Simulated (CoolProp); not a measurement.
Saturated liquid density (kg/m³) of fluorine: the reference equation beside estimates from Tc = -128.7 °C, pc = 52.40 bar, ω = 0.045.

Values from CoolProp's reference Helmholtz-energy equation of state, de Reuck 1990.

```csv
T (°C),reference,van der Waals,Soave-Redlich-Kwong,Peng-Robinson
-164.55,___,901.2,1290,1462
-160.85,1284,877.0,1248,1415
-157.25,1250,851.9,___,___
-153.65,1213,825.1,1157,1311
-150.05,1173,796.1,1106,___
-146.45,1129,764.5,1050,1188
-142.85,1080,729.4,987.4,1115
-139.25,1023,689.4,916.5,1032
-135.65,953.2,641.8,832.8,933.7
```

Task: What belongs in the gaps?

Result: 
- -164.55, reference: 1318
- -157.25, Soave-Redlich-Kwong: 1204
- -157.25, Peng-Robinson: 1365
- -150.05, Peng-Robinson: 1252

Absolute difference from the reference over all 9 rows, mean and median: van der Waals 32.1 and 32.1 %, Soave-Redlich-Kwong 6.4 and 5.7 %, Peng-Robinson 6.3 and 6.7 %.
